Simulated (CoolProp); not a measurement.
A single-stage vapour-compression cycle with R143a: evaporating at 218.15 K (dew point), condensing at 241.15 K (bubble point), superheat 0 K, subcooling 2 K, compressor efficiency 0.75, no pressure losses. Each further row changes one setting.

Values from CoolProp's reference Helmholtz-energy equation of state, Lemmon and Jacobsen 2000.

```json
[
 {"case": "as stated", "cooling COP": "6.60", "pressure ratio": "2.87", "discharge temperature (K)": "259.2", "refrigerating effect (kJ/kg)": "204", "volumetric capacity (kJ/m³)": "679"},
 {"case": "evaporating temperature 223.15 K", "cooling COP": "8.78", "pressure ratio": "2.23", "discharge temperature (K)": "254.7", "refrigerating effect (kJ/kg)": "207", "volumetric capacity (kJ/m³)": "872"},
 {"case": "condensing temperature 236.15 K", "cooling COP": "8.60", "pressure ratio": "…", "discharge temperature (K)": "250.9", "refrigerating effect (kJ/kg)": "211", "volumetric capacity (kJ/m³)": "701"},
 {"case": "subcooling 7 K", "cooling COP": "…", "pressure ratio": "2.87", "discharge temperature (K)": "259.2", "refrigerating effect (kJ/kg)": "211", "volumetric capacity (kJ/m³)": "701"},
 {"case": "superheat 10 K", "cooling COP": "6.52", "pressure ratio": "2.87", "discharge temperature (K)": "…", "refrigerating effect (kJ/kg)": "212", "volumetric capacity (kJ/m³)": "671"},
 {"case": "compressor efficiency 0.65", "cooling COP": "5.72", "pressure ratio": "2.87", "discharge temperature (K)": "…", "refrigerating effect (kJ/kg)": "204", "volumetric capacity (kJ/m³)": "679"}
]
```

### Question
Some entries are withheld; supply them.

### Answer

- condensing temperature 236.15 K, pressure ratio: 2.33
- subcooling 7 K, cooling COP: 6.81
- superheat 10 K, discharge temperature (K): 269.9
- compressor efficiency 0.65, discharge temperature (K): 264.4
